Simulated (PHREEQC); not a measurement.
Consider water at 25 °C with 16 mmol/kgw NaH2PO4. Closed to the air; pH follows from the charge balance.

Model: ion-association model, phreeqc.dat, run in PHREEQC.

This is a speciation only: nothing precipitates in the calculation.

Q: Estimate the pH, specific conductance, ionic strength.

A: pH 4.67; specific conductance 1210 µS/cm; ionic strength 0.0161 mol/kgw.
